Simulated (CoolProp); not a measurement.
A Linde-Hampson liquefier for dry air: isothermal reversible compression at 200 K from 1 atm to 25 MPa, throttling to 1 atm, return gas leaving the recuperator 2 K below the feed. Each further row changes one setting.

The numbers come from the reference Helmholtz-energy equation of state, Lemmon 2000 in CoolProp. It is a pseudo-pure fit of the blend.

```tsv
case	liquid yield per pass	compression work (kJ/kg of gas)
as stated	0.266	295
high pressure 50 MPa	0.267	340
warm-end temperature 230 K	0.188	351
warm-end gap 7 K	0.254	295
```
